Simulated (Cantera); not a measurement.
A perfectly stirred reactor is fed with CH4 : O2 : N2 = 1 : 1.67 : 4.2 (molar parts), equivalence ratio 1.2, at 0.290 bar; it is adiabatic with a 625 K inlet, and is followed from long to short residence time, starting on the burning branch (τ in s: 0.37, 0.14, 0.05, 0.018, 0.0068, 0.0025, 0.00092, 0.00034, 0.00012, 4.6e-05, 1.7e-05, 6.2e-06).

Computed with Cantera and GRI-Mech 3.0 (53 species, 325 reactions).

Predict: blow-out, bracketed by the residence times tried; x(CH4) at τ = 0.370 s; x(O2) at τ = 0.370 s; x(H2O) at τ = 0.370 s; x(HCO) at τ = 0.370 s; x(CO2) at τ = 0.370 s; x(CH4) at τ = 0.920 ms; x(O2) at τ = 0.920 ms; x(H2O) at τ = 0.920 ms; x(HCO) at τ = 0.920 ms; x(CO2) at τ = 0.920 ms.


* **blow-out, bracketed by the residence times tried**: burning at 0.120 ms, out at 46.0 µs
* **x(CH4) at τ = 0.370 s**: 6.42e-7
* **x(O2) at τ = 0.370 s**: 0.00557
* **x(H2O) at τ = 0.370 s**: 0.223
* **x(HCO) at τ = 0.370 s**: 5.04e-8
* **x(CO2) at τ = 0.370 s**: 0.0660
* **x(CH4) at τ = 0.920 ms**: 0.000160
* **x(O2) at τ = 0.920 ms**: 0.0128
* **x(H2O) at τ = 0.920 ms**: 0.206
* **x(HCO) at τ = 0.920 ms**: 7.53e-6
* **x(CO2) at τ = 0.920 ms**: 0.0596
